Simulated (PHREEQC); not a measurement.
Na3PO4 is added in steps, without added water, to 1 kg of water holding 110 mmol/kgw HNO3, 2.4 mmol/kgw ZnSO4 and 0.23 mmol/kgw KCl, at 25 °C. Oxygen is held at 0.21 atm. CO2 from the air is kept out. The run lets Zn(OH)2-a, Zn4(OH)6SO4, Zn5(OH)8Cl2, Zn3(PO4)2:4w, Halite, Mirabilite, Goslarite precipitate or redissolve, and no other solid.

Base run: PHREEQC, ion-association model, wateq4f.dat. Each further column changes one thing. The table gives pH.

```tsv
Na3PO4 added (mol)	base	metal-ligand complexes left out	Debye-Hückel limiting law	Davies equation for every ion	all activity coefficients set to 1
0	1.05	1.05	1.14	1.08	0.97
0.01375	1.25	1.25	1.33	1.27	1.17
0.03438	1.81	1.82	1.86	1.83	1.79
0.04813	2.59	2.59	2.57	2.60	2.66
0.06875	6.50	6.54	6.21	6.52	6.82
0.0825	6.96	7.01	6.61	7.00	7.30
0.1031	7.72	7.76	7.27	7.77	8.06
0.1169	10.25	10.18	9.29	10.39	10.69
0.1375	10.83	10.75	9.75	11.03	11.73
0.1512	11.01	10.93	9.80	11.26	11.94
0.1719	11.18	11.09	9.79	11.50	12.15
0.1856	11.25	11.17	9.75	11.62	12.24
0.2062	11.34	11.25	9.69	11.79	12.36
0.22	11.39	11.30	9.65	11.88	12.42
```

The ionic strength passes 0.7 mol/kgw, the rough limit of the ion-association models, in part of: base; metal-ligand complexes left out; Debye-Hückel limiting law; Davies equation for every ion; all activity coefficients set to 1. H3PO4, which wateq4f.dat lacks, is added to it with the constant of phreeqc.dat. The database has no phosphate complexes of Zn.
